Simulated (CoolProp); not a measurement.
Octamethyltrisiloxane (MDM) at several states: fugacity coefficient from the reference equation and from simpler models built on Tc = 565.4 K, pc = 14.38 bar, ω = 0.528; each cubic takes its own stable root.

Values from CoolProp's reference Helmholtz-energy equation of state, Thol 2017.

| T (K) | p (bar) | phase | reference | van der Waals | Soave-Redlich-Kwong | Peng-Robinson |
|---|---|---|---|---|---|---|
| 431.7 | 6.32 | liquid | 0.1821 | 0.5978 | 0.1830 | 0.1807 |
| 425.7 | 0.483 | gas | (withheld) | (withheld) | 0.9694 | 0.9679 |
| 504.4 | 3.77 | gas | 0.8649 | 0.8981 | (withheld) | 0.8564 |
| 564.6 | 20.4 | liquid | 0.4978 | 0.5445 | 0.5110 | 0.4891 |

**Question.** Some entries are withheld; supply them.

**Answer.** 
- 425.7, reference: 0.9672
- 425.7, van der Waals: 0.9806
- 504.4, Soave-Redlich-Kwong: 0.8659
